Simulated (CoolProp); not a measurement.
Aqueous methanol as a coolant, 55 % by mass, freezing at -63.4 °C, 1 atm.

Computed with CoolProp (Melinder's fits for secondary coolants).

```tsv
T (°C)	viscosity (mPa s)	conductivity (W/(m K))	density (kg/m³)	cp (kJ/(kg K))
-30.8	…	0.317	939.4	2.959
-22	7.39	0.319	933.7	3.075
-13.1	5.04	0.321	927.9	…
-4.3	…	…	922.0	3.282
4.6	2.66	0.324	…	3.368
13.4	…	0.326	910.0	3.440
22.3	1.59	0.328	…	3.496
31.1	1.26	0.329	897.7	3.534
```

Q: What belongs in the gaps?

A: 
- -30.8, viscosity (mPa s): 11.3
- -13.1, cp (kJ/(kg K)): 3.184
- -4.3, viscosity (mPa s): 3.61
- -4.3, conductivity (W/(m K)): 0.322
- 4.6, density (kg/m³): 916.0
- 13.4, viscosity (mPa s): 2.04
- 22.3, density (kg/m³): 903.8
